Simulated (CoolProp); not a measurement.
Properties of ethanol along the isotherm 137.55 °C (Tc = 241.6 °C, pc = 6.268 MPa, ω = 0.644).

Model: reference Helmholtz-energy equation of state, Schroeder 2014, in CoolProp.

```tsv
p (MPa)	phase	density (kg/m³)	cv (kJ/(kg K))	expansivity (1/kK)	viscosity (µPa s)	conductivity (mW/(m K))
0.0297	gas	0.4024	1.628	2.487	12.2	…
0.0611	gas	0.8317	1.637	2.543	12.2	27.2
0.125	gas	1.718	1.658	2.663	12.2	27.3
0.257	gas	3.605	1.701	2.936	12.2	27.6
0.529	gas	7.779	1.796	3.629	12.2	28.3
1.09	liquid	668.6	2.830	2.144	200	145
2.23	liquid	671.1	…	2.085	203	…
4.58	liquid	676.1	2.811	1.979	210	…
9.4	liquid	685.2	2.790	1.806	222	150
```

What belongs in the gaps?


- 0.0297, conductivity (mW/(m K)): 27.1
- 2.23, cv (kJ/(kg K)): 2.824
- 2.23, conductivity (mW/(m K)): 146
- 4.58, conductivity (mW/(m K)): 147

Viscosity comes from a separate model (Kiselev 2005). Thermal conductivity comes from a separate model (Assael 2013).
